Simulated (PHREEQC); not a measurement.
Copper plating or etch bath: an equilibrium model

Consider water at 25 °C with 0.0072 mol Cu(BF4)2, 0.016 mol HNO3 and 0.0074 mol H3BO3 per kg of water. Closed to the air; pH follows from the charge balance.

All values are PHREEQC results (ion-association model, wateq4f.dat), not measurements.

```json
{
  "pH": "1.87",
  "ionic_strength": "0.0370 mol/kgw",
  "total_alkalinity": "-59.2 meq/kg"
}
```

```
species    molality  activity   log γ
---------  --------  --------  ------
NO3-         0.0160    0.0132  -0.082
H+           0.0155    0.0134  -0.063
BF4-         0.0123    0.0101  -0.085
H3BO3       0.00823   0.00830   0.004
Cu+2        0.00718   0.00373  -0.285
HF          0.00452   0.00456   0.004
BF3OH-     0.000991  0.000815  -0.085
BF2(OH)2-  0.000297  0.000244  -0.085
F-         0.000273  0.000227  -0.080
H2F2        5.36e-5   5.41e-5   0.004
CuF+        1.84e-5   1.54e-5  -0.077
HF2-        4.77e-6   3.97e-6  -0.080
```

Precipitation was switched off in this run. Complexes and solids missing from the database can't appear. Real BF4- forms and hydrolyses slowly; the run takes it at equilibrium.
